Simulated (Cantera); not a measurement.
Charge: 1 mol TEOS, 0.42 mol O₃, 46 mol N₂, 4.9 mol CO₂, held at 625 K and 0.430 bar.

Method: chemical equilibrium by Gibbs-energy minimisation in Cantera with the NASA 1993 tables (ideal gas, pure condensed phases). Candidate condensed phases: C, C₆H₆, C₇H₈, C₈H₁₈, H₂O, Si, SiC, SiO₂, Si₂N₂O, Si₃N₄; 151 gas species. The feed counts by its element totals alone. Rates play no part.

Base state: N₂ 0.786, H₂O 0.0963, CO₂ 0.0630, H₂ 0.0320, CH₄ 0.0213, CO 0.00101, NH₃ 6.00e-5 (mole fractions); condensed: C(graphite) + SiO₂(α-quartz).

What changes in the equilibrium state with this change: temperature from 625 K to 700 K?


| species | before | after |
|---|---|---|
| N₂ | 0.786 | 0.772 |
| H₂O | 0.0963 | 0.0742 |
| CO₂ | 0.0630 | 0.0693 |
| H₂ | 0.0320 | 0.0637 |
| CH₄ | 0.0213 | 0.0149 |
| CO | 0.00101 | 0.00632 |
| NH₃ | 6.00e-5 | 5.69e-5 |
| C(graphite), mol | 7.91 | 7.51 |
| SiO₂(α-quartz), mol | 1.00 | 1.00 |

What changes in the equilibrium state with this change: TEOS replaced by Si₂H₆?


| species | before | after |
|---|---|---|
| N₂ | 0.786 | 0.895 |
| CO₂ | 0.0630 | 0.0498 |
| H₂O | 0.0963 | 0.0367 |
| H₂ | 0.0320 | 0.0137 |
| CH₄ | 0.0213 | 0.00392 |
| NH₃ | 6.00e-5 | 1.80e-5 |
| CO | 0.00101 | 0.000899 |
| C(graphite), mol | 7.91 | 2.09 |
| SiO₂(α-quartz), mol | 1.00 | 2.00 |

What changes in the equilibrium state with this change: CO₂ from 4.9 to 1 mol?


| species | before | after |
|---|---|---|
| N₂ | 0.786 | 0.839 |
| H₂O | 0.0963 | 0.0640 |
| H₂ | 0.0320 | 0.0426 |
| CO₂ | 0.0630 | 0.0157 |
| CH₄ | 0.0213 | 0.0378 |
| CO | 0.00101 | 0.000505 |
| NH₃ | 6.00e-5 | 9.54e-5 |
| C(graphite), mol | 7.91 | 6.04 |
| SiO₂(α-quartz), mol | 1.00 | 1.00 |
